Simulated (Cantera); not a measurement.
Cantera run:

```python
import numpy as np
import cantera as ct

gas_names = [...]  # 113 gases of nasa_gas.yaml made of C, H, O, Pb
cond_names = """
    C(gr) C6H6(L) C7H8(L) C8H18(L),n-octa H2O(s) H2O(L) Pb(cr) Pb(L) PbO(rd) PbO(yw) PbO(L) PbO2(s)
    Pb3O4(s)
""".split()


# ... load() reads the species with a 1 bar reference pressure and builds the phases ...
atoms = {
    'Pb': {'Pb': 1},
    'H2O': {'H': 2, 'O': 1},
    'CO': {'C': 1, 'O': 1},
}
top_T = {'C(gr)': 4500, 'Pb3O4(s)': 820}  # K; cautious upper limits of use, not melting points


# ... equilibrate(T, P, feed) seeds the gas with the atoms and calls Mixture.equilibrate('TP', solver="vcs", rtol=1e-11, max_steps=5000) ...
results = []
feed = {'Pb': 1, 'H2O': 0.39, 'CO': 1.8}  # mol
T = 1423.15  # K
P = 101325  # Pa
mix = equilibrate(T, P, feed)
results.append((T, P, feed, dict(zip(mix.species_names, mix.species_moles))))
print(gas.report(threshold=0.0001))
for i in range(1, mix.n_phases):
    print(f"{mix.phase(i).name:16s} {mix.phase_moles(i):12.5e} mol")
```

Output:

```
       temperature   1423.2 K
          pressure   1.0133e+05 Pa
           density   0.24179 kg/m^3
  mean mol. weight   28.236 kg/kmol
   phase of matter   gas

                          1 kg             1 kmol
                     ---------------   ---------------
          enthalpy       -3.4227e+06       -9.6643e+07  J
   internal energy       -3.8417e+06       -1.0848e+08  J
           entropy            8885.6        2.5089e+05  J/K
    Gibbs function       -1.6068e+07        -4.537e+08  J
 heat capacity c_p              1340             37835  J/K
 heat capacity c_v            1045.5             29521  J/K

                      mass frac. Y      mole frac. X     chem. pot. / RT
                     ---------------   ---------------   ---------------
                CO            0.6825           0.68801           -36.303
               CO2           0.19451            0.1248            -65.26
                H2         0.0089101           0.12479           -20.519
               H2O          0.032738          0.051312           -49.475
                Pb          0.081291          0.011078           -11.017
     [ +108 minor]        4.9031e-05        6.5209e-06

C(gr)             0.00000e+00 mol
Pb(L)             9.75453e-01 mol
PbO(L)            0.00000e+00 mol
```

Cantera equilibrium calculation (NASA polynomials, part measured and part estimated; ideal gas, pure solids and liquids).
